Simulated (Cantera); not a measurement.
An adiabatic, constant-pressure homogeneous reactor starts with 25.8 % CO, 17.3 % H₂, 11.3 % O₂, 42.6 % N₂, 2.84 % H₂O, equivalence ratio 1.9, at 1400 K and 2.80 bar.

Model: GRI-Mech 3.0 (53 species, 325 reactions), integrated in Cantera. The hydrogen kinetics of GRI-Mech 3.0 are dated; newer H2 mechanisms differ, most at raised pressure.

Problem. Predict: time of steepest temperature rise; temperature at 0.200 s; equilibrium temperature; x(CO) at 0.200 s; x(H₂) at 0.200 s; x(O₂) at 0.200 s; x(OH) at 0.200 s; x(NO) at 0.200 s; x(H₂O₂) at 0.200 s.

Solution. 
```json
{
 "time_of_steepest_temperature_rise": "9.47 µs",
 "temperature at 0.200 s": "2806 K",
 "equilibrium_temperature": "2806 K",
 "x(CO) at 0.200 s": "0.190 (gas-phase equilibrium 0.190)",
 "x(H₂) at 0.200 s": "0.0466 (gas-phase equilibrium 0.0466)",
 "x(O₂) at 0.200 s": "0.00228 (gas-phase equilibrium 0.00228)",
 "x(OH) at 0.200 s": "0.0109 (gas-phase equilibrium 0.0109)",
 "x(NO) at 0.200 s": "0.00300 (gas-phase equilibrium 0.00300)",
 "x(H₂O₂) at 0.200 s": "1.68e-7 (gas-phase equilibrium 1.68e-7)"
}
```
